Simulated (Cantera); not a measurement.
Input (Python, Cantera) and output of one run.

```python
import numpy as np
import cantera as ct

gas_names = """
    H H2 N NH NH2 NH3 N2 N2H2 N2H4 Pb Pb2
""".split()
cond_names = """
    Pb(cr) Pb(L)
""".split()


# ... load() reads the species with a 1 bar reference pressure and builds the phases ...
atoms = {
    'Pb': {'Pb': 1},
    'H2': {'H': 2},
    'N2': {'N': 2},
}
top_T = {}  # K; cautious upper limits of use, not melting points


# ... equilibrate(T, P, feed) seeds the gas with the atoms and calls Mixture.equilibrate('TP', solver="vcs", rtol=1e-11, max_steps=5000) ...
results = []
feed = {'Pb': 1, 'H2': 9.7, 'N2': 15}  # mol
P = 133.322  # Pa
for T in [798, 898, 998, 1098, 1198, 1298, 1398]:
    mix = equilibrate(T, P, feed)
    results.append((T, P, feed, dict(zip(mix.species_names, mix.species_moles))))

top = {s: max(r[3][s] / sum(r[3][g] for g in gas_names) for r in results) for s in gas_names}
cols = sorted((s for s in top if top[s] > 1e-06), key=lambda s: -top[s])[:6]
seen = [c for c in cond_names if any(r[3].get(c, 0) > 1e-12 for r in results)]
print("log10 of partial pressures in bar; condensed amounts in mol")
print(f"{'T/K':>10s}" + "".join(f"{s[:9]:>10s}" for s in cols + seen))
for T, P, feed, n in results:
    ng = sum(n[g] for g in gas_names)
    print(f"{T:10.4g}" + "".join(f"{np.log10(max(n[s] / ng * P / 1e5, 1e-99)):10.3f}" for s in cols)
          + "".join(f"{n.get(c, 0):10.4g}" for c in seen))
```

Output:

```
log10 of partial pressures in bar; condensed amounts in mol
       T/K        N2        H2        Pb         H     Pb(L)
       798    -3.092    -3.281    -7.242   -13.215    0.9989
       898    -3.092    -3.281    -5.888   -11.602     0.976
       998    -3.097    -3.286    -4.810   -10.310    0.7096
      1098    -3.109    -3.298    -4.285    -9.256         0
      1198    -3.109    -3.298    -4.285    -8.370         0
      1298    -3.109    -3.298    -4.285    -7.619         0
      1398    -3.109    -3.298    -4.285    -6.974         0
```

Cantera equilibrium calculation (NASA polynomials, part measured and part estimated; ideal gas, pure solids and liquids).
